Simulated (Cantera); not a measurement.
## Thermodynamics of silicon etching in halogen gases, feed Si + HCl + H2

A closed system holds: 1 mol Si, 20 mol HCl, 39 mol H2, equilibrated at 40.0 mbar.

These are equilibrium values from Cantera (NASA tables, ideal gas, pure condensed phases), not measurements of a reactor. Candidate condensed phases: Si; 19 gas species. The tables' values for SiCl3, SiCl are old estimates; treat these amounts as uncertain. Rates play no part.

| T (K) | x H2 | x HCl | x SiCl4 | x SiCl2 | x SiCl3 | x SiHCl3 |
|---|---|---|---|---|---|---|
| 673 | 0.707 | 0.276 | 0.0172 | <1e-12 | 1.09e-9 | 5.58e-6 |
| 773 | 0.707 | 0.276 | 0.0172 | 3.56e-11 | 6.50e-8 | 2.78e-5 |
| 873 | 0.707 | 0.276 | 0.0171 | 7.65e-9 | 1.49e-6 | 9.41e-5 |
| 973 | 0.707 | 0.276 | 0.0170 | 5.28e-7 | 1.77e-5 | 0.000244 |
| 1073 | 0.706 | 0.277 | 0.0166 | 1.60e-5 | 0.000129 | 0.000519 |
| 1173 | 0.705 | 0.278 | 0.0154 | 0.000251 | 0.000627 | 0.000913 |
| 1273 | 0.701 | 0.282 | 0.0120 | 0.00203 | 0.00193 | 0.00119 |
| 1373 | 0.691 | 0.292 | 0.00602 | 0.00710 | 0.00304 | 0.000903 |
| 1473 | 0.684 | 0.299 | 0.00191 | 0.0121 | 0.00260 | 0.000411 |
| 1573 | 0.680 | 0.303 | 0.000524 | 0.0146 | 0.00170 | 0.000156 |
| 1673 | 0.679 | 0.304 | 0.000151 | 0.0157 | 0.00107 | 6.06e-5 |
| 1773 | 0.678 | 0.304 | 4.85e-5 | 0.0162 | 0.000680 | 2.54e-5 |
x: gas mole fraction; nothing condenses.

From 673 K to 1773 K nothing is condensed. The main Si-bearing gas is SiCl4 at 673 K and SiCl2 at 1773 K.
